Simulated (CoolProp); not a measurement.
n-butane along the isobar 12000 kPa: Z from the reference equation and from simpler models built on Tc = 425.1 K, pc = 3796 kPa, ω = 0.201; each cubic takes its own stable root.

The numbers come from the reference Helmholtz-energy equation of state, Bücker 2006 in CoolProp.

| T (K) | phase | reference |
|---|---|---|
| 172.8 | liquid | 0.6877 |
| 207 | liquid | 0.6000 |
| 241.3 | liquid | 0.5395 |
| 275.5 | liquid | 0.4971 |
| 309.7 | liquid | 0.4678 |
| 344 | liquid | 0.4492 |
| 378.2 | liquid | 0.4407 |
| 412.5 | liquid | 0.4437 |
| 446.7 | supercritical | 0.4621 |

Question: How far does each simpler model (van der Waals, Redlich-Kwong, Soave-Redlich-Kwong, Peng-Robinson) lie from the reference over these 9 states: mean and median of the absolute difference, and the worst?

Answer: 
- van der Waals: mean 49.7 %, median 51.6 %, worst +60.4 % at 172.8 K and 12000 kPa
- Redlich-Kwong: mean 8.8 %, median 8.6 %, worst +9.6 % at 412.5 K and 12000 kPa
- Soave-Redlich-Kwong: mean 7.6 %, median 7.4 %, worst +11.0 % at 446.7 K and 12000 kPa
- Peng-Robinson: mean 4.1 %, median 4.3 %, worst -5.8 % at 309.7 K and 12000 kPa
